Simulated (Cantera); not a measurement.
An adiabatic, constant-volume homogeneous reactor starts with 1.40 % C3H8, 20.0 % O2, 75.0 % N2, 3.63 % H2O, equivalence ratio 0.35, at 1275 K and 0.500 bar.

Cantera simulation using GRI-Mech 3.0 (53 species, 325 reactions); the numbers are that mechanism's predictions, not measurements. GRI-Mech 3.0 was tuned for natural gas; its chemistry of propane as a main component is partial and can be far from experiment.

Problem. Predict: time of steepest temperature rise; temperature at 0.900 s; equilibrium temperature; x(O2) at 0.900 s; x(H2O) at 0.900 s; x(NO) at 0.900 s.

Solution. time of steepest temperature rise: 1.72 ms
temperature at 0.900 s: 2175 K
equilibrium temperature: 2174 K
x(O2) at 0.900 s: 0.123 (gas-phase equilibrium 0.123)
x(H2O) at 0.900 s: 0.0885 (gas-phase equilibrium 0.0885)
x(NO) at 0.900 s: 0.00838 (gas-phase equilibrium 0.00880)
